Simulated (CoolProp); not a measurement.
Properties of octamethylcyclotetrasiloxane (D4) along the isobar 0.317 MPa.

Values from CoolProp's reference Helmholtz-energy equation of state, Thol 2015.

```csv
T (°C),phase,cp (kJ/(kg K)),speed of sound (m/s),Joule-Thomson coefficient (K/MPa),isothermal compressibility (1/MPa)
87.95,liquid,1.789,716.8,-0.3260,0.002635
94.15,liquid,1.802,698.1,-0.3161,0.002796
100.25,liquid,1.816,679.9,-0.3060,0.002967
106.45,liquid,1.829,661.5,-0.2951,0.003156
112.65,liquid,1.843,643.3,-0.2837,0.003360
118.75,liquid,1.857,625.6,-0.2719,0.003578
124.95,liquid,1.871,607.7,-0.2592,0.003820
131.05,liquid,1.886,590.3,-0.2459,0.004080
137.25,liquid,1.900,572.7,-0.2316,0.004370
143.45,liquid,1.915,555.2,-0.2164,0.004688
149.55,liquid,1.930,538.1,-0.2004,0.005033
155.75,liquid,1.945,520.9,-0.1829,0.005421
161.95,liquid,1.960,503.7,-0.1640,0.005852
168.05,liquid,1.975,486.8,-0.1438,0.006325
174.25,liquid,1.991,469.7,-0.1216,0.006864
```
